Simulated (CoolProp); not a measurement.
Vapour-liquid equilibrium of R125 (1) + R152A (2) at -37.15 °C; x and y are mole fractions of (1).

Computed with CoolProp (multi-fluid Helmholtz-energy mixture model, Lemmon 2005 and Outcalt 1996; pair parameters Bell 2016).

```json
[
 {"x": "0.05", "bubble pressure, mixture model (bar)": "0.6064", "bubble pressure, Raoult's law (bar)": "0.6027", "y, mixture model": "(withheld)", "y, Raoult's law": "0.140"},
 {"x": "0.2", "bubble pressure, mixture model (bar)": "0.7711", "bubble pressure, Raoult's law (bar)": "0.7734", "y, mixture model": "(withheld)", "y, Raoult's law": "0.435"},
 {"x": "0.35", "bubble pressure, mixture model (bar)": "0.9257", "bubble pressure, Raoult's law (bar)": "0.9441", "y, mixture model": "(withheld)", "y, Raoult's law": "0.624"},
 {"x": "0.5", "bubble pressure, mixture model (bar)": "1.083", "bubble pressure, Raoult's law (bar)": "1.115", "y, mixture model": "0.735", "y, Raoult's law": "0.755"},
 {"x": "0.65", "bubble pressure, mixture model (bar)": "1.251", "bubble pressure, Raoult's law (bar)": "1.285", "y, mixture model": "(withheld)", "y, Raoult's law": "0.851"},
 {"x": "0.8", "bubble pressure, mixture model (bar)": "1.432", "bubble pressure, Raoult's law (bar)": "1.456", "y, mixture model": "(withheld)", "y, Raoult's law": "0.925"},
 {"x": "0.95", "bubble pressure, mixture model (bar)": "(withheld)", "bubble pressure, Raoult's law (bar)": "1.627", "y, mixture model": "0.984", "y, Raoult's law": "0.983"}
]
```

Task: Some entries are withheld; supply them.

Result: 
- 0.05, y, mixture model: 0.142
- 0.2, y, mixture model: 0.422
- 0.35, y, mixture model: 0.601
- 0.65, y, mixture model: 0.840
- 0.8, y, mixture model: 0.922
- 0.95, bubble pressure, mixture model (bar): 1.621

The largest gap from Raoult's law is -2.9 % in bubble pressure, at x = 0.5. No azeotrope shows between x = 0.05 and 0.95.

Pair parameters are fitted to limited data, so mixtures are less certain than the pure fluids. The gap from Raoult's law changes sign with composition, which may be real or a fault of the pair parameters; it wasn't checked against measurements.
